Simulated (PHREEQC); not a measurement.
A made-up water analysis in mg/L, 78 °C, pH 6.6, pe 9.2:

```tsv
constituent	mg/L
Na	24.8
K	2.49
Ca	12.2
Mg	12.3
Cl	66.2
S(6) as SO4	1.57
Alkalinity as HCO3	43.1
Si as SiO2	3.3
Pb	0.692
N(5) as NO3	0.203
Sr	1.86
Ni	0.0604
```

Valence states are taken as typed.

Model: ion-association model, wateq4f.dat, run in PHREEQC.

Precipitation was switched off in this run.

**Question.** Order these C species by the share of C that they hold, largest first: HCO3-, CO2, PbCO3, MgHCO3+, CaHCO3+.

**Answer.** HCO3- (66 %), CO2 (33 %), MgHCO3+ (0.46 %), CaHCO3+ (0.28 %), PbCO3 (0.19 %)

The pH is 6.60 and the ionic strength 0.00352 mol/kgw. Saturation is exceeded, for instance for Pb(OH)2; the values hold only as long as no solid forms. At this temperature some constants are extrapolated from 25 °C, and those without enthalpy data are left unchanged. The database's nickel carbonate constants are estimates that later reviews lower a good deal.
